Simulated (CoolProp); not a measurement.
A closed Brayton cycle with carbon dioxide: compressor inlet 318.15 K and 8.6 MPa, high pressure 26.2 MPa, turbine inlet 825 K, compressor efficiency 0.8, turbine efficiency 0.85, recuperator effectiveness 0.9 (on enthalpy, no pinch check). Each further row changes one setting.

Model: reference Helmholtz-energy equation of state, Span 1996, in CoolProp.

```tsv
case	thermal efficiency (%)	net work (kJ/kg)	compressor to turbine work	compressor exit (K)	turbine exit (K)
as stated	31.5	83.5	0.39	401.0	699.2
turbine inlet 775 K	29.6	73.9	0.42	401.0	653.5
compressor inlet 328.15 K	29.5	73.0	0.47	424.2	699.2
high pressure 22.3 MPa	30.7	74.9	0.37	388.6	716.8
recuperator effectiveness 0.5	20.7	83.5	0.39	401.0	699.2
```
